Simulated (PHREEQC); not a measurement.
Solution (25 °C): 0.012 mol/kgw K2CO3 and 0.17 mol/kgw KNO3. Closed to the air; pH follows from the charge balance.

Model: ion-association model, wateq4f.dat, run in PHREEQC.

| quantity | before | after |
|---|---|---|
| pH | 10.91 | 11.89 |
| ionic strength (mol/kgw) | 0.205 | 0.195 |

Question: Which change was made?
A) K2CO3 left out
B) diluted 10-fold with water
C) K2CO3 replaced by K2SiO3 at the same molality
D) temperature from 25 to 5 °C
E) KNO3 from 0.17 to 0.34 mol/kgw

Answer: C, K2CO3 replaced by K2SiO3 at the same molality

This is a speciation only: nothing precipitates in the calculation.
